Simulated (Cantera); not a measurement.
**Catalytic combustion on Pt**

An isothermal plug-flow reactor at 1125 K and 110000 Pa (inlet), inlet velocity 0.071 m/s, active area per volume 260 1/m; feed 2.55 % CH4, 1.58 % O2, 95.9 % N2, equivalence ratio 3.2.

Computed with Cantera and Deutschmann's 1995 Pt surface mechanism with GRI-Mech 3.0 gas chemistry. Catalytic surfaces can have several steady states; this one follows from the mechanism file's or the stated starting coverage. Mass transfer to the wall is taken as infinitely fast.

```json
[
 {"z (m)": "5.7e-05", "x CH4": "0.0166", "x O2": "0.00433", "x H2O": "0.0132", "x CO2": "0.000821", "x CO": "0.00790", "θ free Pt": "0.667", "θ H*": "0.00287", "θ CO*": "0.0413", "θ C*": "0.289"},
 {"z (m)": "0.00011", "x CH4": "0.0141", "x O2": "0.00250", "x H2O": "0.0143", "x CO2": "0.000821", "x CO": "0.0103", "θ free Pt": "0.477", "θ H*": "0.00312", "θ CO*": "0.0274", "θ C*": "0.493"},
 {"z (m)": "0.00021", "x CH4": "0.0124", "x O2": "0.00155", "x H2O": "0.0145", "x CO2": "0.000820", "x CO": "0.0119", "θ free Pt": "0.315", "θ H*": "0.00291", "θ CO*": "0.0138", "θ C*": "0.668"},
 {"z (m)": "0.00041", "x CH4": "0.0113", "x O2": "0.00104", "x H2O": "0.0144", "x CO2": "0.000819", "x CO": "0.0130", "θ free Pt": "0.200", "θ H*": "0.00251", "θ CO*": "0.00602", "θ C*": "0.792"},
 {"z (m)": "0.00079", "x CH4": "0.0107", "x O2": "0.000762", "x H2O": "0.0143", "x CO2": "0.000818", "x CO": "0.0136", "θ free Pt": "0.128", "θ H*": "0.00212", "θ CO*": "0.00262", "θ C*": "0.867"},
 {"z (m)": "0.0015", "x CH4": "0.0102", "x O2": "0.000597", "x H2O": "0.0142", "x CO2": "0.000818", "x CO": "0.0141", "θ free Pt": "0.0845", "θ H*": "0.00177", "θ CO*": "0.00117", "θ C*": "0.913"},
 {"z (m)": "0.0029", "x CH4": "0.00988", "x O2": "0.000485", "x H2O": "0.0141", "x CO2": "0.000817", "x CO": "0.0144", "θ free Pt": "0.0557", "θ H*": "0.00147", "θ CO*": "0.000519", "θ C*": "0.942"},
 {"z (m)": "0.0057", "x CH4": "0.00964", "x O2": "0.000405", "x H2O": "0.0140", "x CO2": "0.000817", "x CO": "0.0146", "θ free Pt": "0.0367", "θ H*": "0.00121", "θ CO*": "0.000230", "θ C*": "0.962"}
]
```
x: gas mole fraction; θ: surface coverage.
